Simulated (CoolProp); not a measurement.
Properties of R1234ze(Z) along the isotherm 166.85 °C (Tc = 150.1 °C, pc = 35.31 bar, ω = 0.327).

Computed with CoolProp (reference Helmholtz-energy equation of state, Akasaka 2019).

| p (bar) | phase | density (kg/m³) | cp (kJ/(kg K)) | Joule-Thomson coefficient (K/MPa) | fugacity coefficient |
|---|---|---|---|---|---|
| 0.558 | gas | 1.749 | 1.069 | 10.13 | 0.9948 |
| 0.869 | gas | 2.731 | 1.071 | 10.15 | 0.9920 |
| 1.35 | gas | 4.262 | 1.074 | 10.18 | 0.9875 |
| 2.11 | gas | 6.710 | 1.079 | 10.24 | 0.9805 |
| 3.28 | gas | 10.55 | 1.087 | ___ | 0.9698 |
| 5.11 | gas | 16.74 | ___ | 10.46 | 0.9532 |
| 7.96 | gas | 26.88 | 1.122 | 10.69 | 0.9275 |
| 12.4 | gas | 44.08 | 1.163 | ___ | 0.8880 |
| 19.3 | gas | 75.25 | 1.249 | ___ | 0.8280 |
| 30 | gas | 142.0 | 1.513 | 13.30 | 0.7373 |
| 46.8 | supercritical | 476.0 | 4.553 | 10.12 | 0.5935 |
| 72.8 | supercritical | 746.6 | ___ | 1.897 | 0.4319 |
| 113 | supercritical | 845.9 | 1.649 | 0.7524 | ___ |
| 177 | supercritical | 926.2 | 1.520 | 0.2532 | 0.2599 |

Problem. Some entries are withheld; supply them.

Solution. 
- 3.28, Joule-Thomson coefficient (K/MPa): 10.32
- 5.11, cp (kJ/(kg K)): 1.100
- 12.4, Joule-Thomson coefficient (K/MPa): 11.09
- 19.3, Joule-Thomson coefficient (K/MPa): 11.81
- 72.8, cp (kJ/(kg K)): 1.941
- 113, fugacity coefficient: 0.3253

The peak of cp marks the crossing from liquid-like to gas-like fluid above the critical point.
